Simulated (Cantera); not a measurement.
A closed system holds: 1 mol Si2H6, 8.8 mol O3, 0.34 mol N2O, at 1.33 mbar.

Method: chemical equilibrium by Gibbs-energy minimisation in Cantera with the NASA 1993 tables (ideal gas, pure condensed phases). Candidate condensed phases: H2O, Si, SiO2, Si2N2O, Si3N4; 35 gas species. The feed counts by its element totals alone. Kinetics and transport are ignored.

Task: At 1000 K, list the 4 most abundant gas species with their mole fractions, and the condensed phases.

Result: O2 0.747, H2O 0.227, N2 0.0257, NO 1.07e-5. Condensed: SiO2(β-quartz).
